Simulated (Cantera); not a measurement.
An adiabatic, constant-volume homogeneous reactor starts with CH4 : CO : O2 : N2 : H2O = 1 : 0.49 : 1.12 : 8.08 : 0.75 (molar parts), equivalence ratio 2.0, at 1375 K and 9.87 atm. Integrator tolerance rtol = 1e-08.

Detailed kinetics in Cantera: GRI-Mech 3.0 (53 species, 325 reactions).

```tsv
quantity	before	after
time of steepest temperature rise	2.44 ms	2.72 ms
temperature at 2.00 s	2331 K	2112 K
equilibrium temperature	2331 K	2112 K
x(CH4) at 2.00 s	1.06e-9 (gas-phase equilibrium 1.18e-9)	1.08e-9 (gas-phase equilibrium 1.21e-9)
x(CO) at 2.00 s	0.0950 (gas-phase equilibrium 0.0950)	0.0930 (gas-phase equilibrium 0.0930)
x(O2) at 2.00 s	8.11e-7 (gas-phase equilibrium 8.11e-7)	9.33e-8 (gas-phase equilibrium 9.33e-8)
x(NO2) at 2.00 s	2.71e-10 (gas-phase equilibrium 2.71e-10)	1.90e-11 (gas-phase equilibrium 1.90e-11)
x(HCN) at 2.00 s	5.65e-7 (gas-phase equilibrium 5.65e-7)	3.27e-7 (gas-phase equilibrium 3.27e-7)
```

Question: What was changed between the two runs?
A) pressure from 9.87 atm to 1.00 atm
B) pressure from 9.87 atm to 7.60 atm
C) O2 1.12 to 2.6 parts
D) constant pressure in place of constant volume

Answer: D, constant pressure in place of constant volume
